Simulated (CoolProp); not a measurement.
500 sccm (0 °C, 1 atm) of nitrogen bubbles through liquid benzene at 325.4 K and leaves saturated at a total pressure of 0.15 MPa (ideal gas phase). Each further row changes one setting.

The numbers come from the reference Helmholtz-energy equation of state, Thol 2012 in CoolProp.

| case | vapour pressure (kPa) | mole fraction of vapour | delivery (mg/min) | delivery (sccm) | change of delivery for a bath 1 K warmer (%) |
|---|---|---|---|---|---|
| as stated | 39.4 | 0.263 | 621 | 178 | (withheld) |
| bath temperature 330.4 K | 47.4 | 0.316 | 804 | 231 | (withheld) |
| total pressure 0.3 MPa | 39.4 | 0.131 | 264 | 75.6 | (withheld) |

Q: What belongs in the gaps?

A: 
- as stated, change of delivery for a bath 1 K warmer (%): 5.2
- bath temperature 330.4 K, change of delivery for a bath 1 K warmer (%): 5.4
- total pressure 0.3 MPa, change of delivery for a bath 1 K warmer (%): 4.4
